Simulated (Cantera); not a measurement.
An adiabatic, constant-volume homogeneous reactor starts with CO : H₂ : CH₄ : O₂ : N₂ = 1 : 0.5 : 1.3 : 4.41 : 19.4 (molar parts), at 1575 K and 1200000 Pa. Integrator tolerance rtol = 1e-08.

Detailed kinetics in Cantera: GRI-Mech 3.0 (53 species, 325 reactions). The pressure lies above the range GRI-Mech 3.0 was tuned for (to about 10 atm).

What does this change do: initial temperature 1575 to 1500 K?


| quantity | before | after |
|---|---|---|
| time of steepest temperature rise | 25.4 µs | 40.7 µs |
| temperature at 5.00 s | 2941 K | 2907 K |
| equilibrium temperature | 2941 K | 2907 K |
| x(CO) at 5.00 s | 0.0197 (gas-phase equilibrium 0.0197) | 0.0176 (gas-phase equilibrium 0.0176) |
| x(H₂) at 5.00 s | 0.00422 (gas-phase equilibrium 0.00422) | 0.00374 (gas-phase equilibrium 0.00374) |
| x(CH₄) at 5.00 s | <1e-12 (gas-phase equilibrium <1e-12) | <1e-12 (gas-phase equilibrium <1e-12) |
| x(O₂) at 5.00 s | 0.0380 (gas-phase equilibrium 0.0380) | 0.0377 (gas-phase equilibrium 0.0377) |
| x(NO₂) at 5.00 s | 2.20e-5 (gas-phase equilibrium 2.20e-5) | 2.18e-5 (gas-phase equilibrium 2.18e-5) |
